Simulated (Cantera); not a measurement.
A Cantera script and its output.

```python
import numpy as np
import cantera as ct

gas = ct.Solution("gri30.yaml")


def delay(T, t_max=10):
    gas.TPX = T, 101325, {'CH4': 1, 'CO': 0.35, 'O2': 1.09, 'N2': 5.44}
    reactor = ct.IdealGasConstPressureReactor(gas, clone=False)
    net = ct.ReactorNet([reactor])
    net.rtol, net.atol = 1e-8, 1e-16
    while net.time < t_max:
        t_old, T_old = net.time, reactor.T
        net.step()
        if reactor.T > T + 400:  # ignition: a rise of 400 K
            return t_old + (T + 400 - T_old) / (reactor.T - T_old) * (net.time - t_old)
    return np.nan


taus = []
for T in [1423, 1498, 1573, 1648, 1723]:
    taus.append(delay(T))
    print(f"T0 = {T:6g} K   tau = {taus[-1]:.4e} s")

# d ln(tau) / d ln(k), from doubling and halving each rate constant
T, sens = 1723, []
for i in range(gas.n_reactions):
    gas.set_multiplier(2.0, i)
    up = delay(T)
    gas.set_multiplier(0.5, i)
    down = delay(T)
    gas.set_multiplier(1.0, i)
    sens.append((np.log(up / down) / np.log(4.0), gas.reaction(i).equation))
sens.sort(key=lambda x: -abs(x[0]))
print(f"sensitivities at {T} K")
for s, eq in sens[:10]:
    print(f"{s:8.3f}  {eq}")
```

It prints:

```
T0 =   1423 K   tau = 5.3569e-03 s
T0 =   1498 K   tau = 2.1981e-03 s
T0 =   1573 K   tau = 9.8720e-04 s
T0 =   1648 K   tau = 4.8721e-04 s
T0 =   1723 K   tau = 2.6308e-04 s
sensitivities at 1723 K
  -0.371  H + O2 <=> O + OH
  -0.325  CH3 + O2 <=> CH3O + O
   0.245  CH4 + H <=> CH3 + H2
  -0.167  2 CH3 <=> C2H5 + H
  -0.154  CH3 + H (+M) <=> CH4 (+M)
   0.129  2 CH3 (+M) <=> C2H6 (+M)
  -0.093  CH3 + O2 <=> CH2O + OH
  -0.082  CH3 + HO2 <=> CH3O + OH
  -0.061  HCO + O2 <=> CO + HO2
  -0.052  CH3 + HO2 <=> CH4 + O2
```

Computed with Cantera and GRI-Mech 3.0 (53 species, 325 reactions).
